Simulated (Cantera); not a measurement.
Input: 1 mol CuO, 0.55 mol CH₄, 8.5 mol H₂, at 2202 °C and 0.760 bar.

Method: chemical equilibrium by Gibbs-energy minimisation in Cantera with the NASA 1993 tables (ideal gas, pure condensed phases). Candidate condensed phases: C, C₆H₆, C₇H₈, C₈H₁₈, Cu, CuO, Cu(OH)₂, Cu₂O, H₂O; 113 gas species. The numbers say what is thermodynamically allowed, not how fast it happens.

Base state: H₂ 0.800, Cu 0.0875, CO 0.0484, H₂O 0.0393, H 0.0231, Cu₂ 0.000576, CO₂ 0.000388, OH 0.000228 (mole fractions); condensed: gas only.

Q: What changes in the equilibrium state with this change: temperature from 2202 °C to 2150 °C?

A: 
```csv
species,before,after
H₂,0.800,0.805
Cu,0.0875,0.0875
CO,0.0484,0.0485
H,0.0231,0.0182
H₂O,0.0393,0.0394
OH,0.000228,0.000169
Cu₂,0.000576,0.000708
CO₂,0.000388,0.000398
```

Q: What changes in the equilibrium state with this change: temperature from 2202 °C to 1877 °C?

A: 
```tsv
species	before	after
H₂	0.800	0.879
CO	0.0484	0.0524
H₂O	0.0393	0.0428
Cu	0.0875	0.0207
H	0.0231	0.00454
OH	0.000228	2.85e-5
Cu₂	0.000576	0.000137
CO₂	0.000388	0.000499
Cu(l), mol	0	0.783
```
